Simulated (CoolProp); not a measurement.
Vapour-liquid equilibrium of R22 (1) + acetone (2) at 56.65 °C; x and y are mole fractions of (1).

Computed with CoolProp (multi-fluid Helmholtz-energy mixture model, Kamei 1995 and Lemmon 2006; pair parameters Bell 2016).

Problem. Give the bubble pressure and the first vapour's composition at x = 0.725, 0.8, 0.875. Is there an azeotrope?

Solution. x = 0.725: 1.341 MPa, y = 0.973; x = 0.8: 1.581 MPa, y = 0.984; x = 0.875: 1.835 MPa, y = 0.991. No azeotrope shows between x = 0.05 and 0.95.

Pair parameters are fitted to limited data, so mixtures are less certain than the pure fluids.
